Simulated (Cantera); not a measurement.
## Stirred combustor or abatement burner

A perfectly stirred reactor is fed with 1.65 % C₃H₈, 20.7 % O₂, 77.7 % N₂, equivalence ratio 0.40, at 500000 Pa; it is adiabatic with a 325 K inlet, and is followed from long to short residence time, starting on the burning branch (τ in s: 0.04, 0.02, 0.01, 0.0051, 0.0025, 0.0013, 0.00064, 0.00032, 0.00016, 8e-05, 4e-05, 2e-05).

Detailed kinetics in Cantera: GRI-Mech 3.0 (53 species, 325 reactions). GRI-Mech 3.0 was tuned for natural gas; its chemistry of propane as a main component is partial and can be far from experiment.

| τ (s) | T (K) | x C₃H₈ | x O₂ | x CH₂CO | x H₂O | x NO | x C₂H | x OH |
|---|---|---|---|---|---|---|---|---|
| 0.040 | 1284 | 4.39e-5 | 0.124 | 5.61e-5 | 0.0643 | 5.09e-8 | 6.09e-12 | 1.73e-5 |
| 0.020 | 1206 | 0.000163 | 0.129 | 0.000162 | 0.0625 | 3.16e-9 | 5.10e-12 | 9.72e-6 |
| 0.010 | 325 | 0.0165 | 0.207 | <1e-12 | <1e-12 | <1e-12 | <1e-12 | <1e-12 |
| 0.0051 | 325 | 0.0165 | 0.207 | <1e-12 | <1e-12 | <1e-12 | <1e-12 | <1e-12 |
| 0.0025 | 325 | 0.0165 | 0.207 | <1e-12 | <1e-12 | <1e-12 | <1e-12 | <1e-12 |
| 0.0013 | 325 | 0.0165 | 0.207 | <1e-12 | <1e-12 | <1e-12 | <1e-12 | <1e-12 |
| 0.00064 | 325 | 0.0165 | 0.207 | <1e-12 | <1e-12 | <1e-12 | <1e-12 | <1e-12 |
| 0.00032 | 325 | 0.0165 | 0.207 | <1e-12 | <1e-12 | <1e-12 | <1e-12 | <1e-12 |
| 0.00016 | 325 | 0.0165 | 0.207 | <1e-12 | <1e-12 | <1e-12 | <1e-12 | <1e-12 |
| 8.0e-5 | 325 | 0.0165 | 0.207 | <1e-12 | <1e-12 | <1e-12 | <1e-12 | <1e-12 |
| 4.0e-5 | 325 | 0.0165 | 0.207 | <1e-12 | <1e-12 | <1e-12 | <1e-12 | <1e-12 |
| 2.0e-5 | 325 | 0.0165 | 0.207 | <1e-12 | <1e-12 | <1e-12 | <1e-12 | <1e-12 |
x: mole fraction; the columns are a selection and need not sum to one.
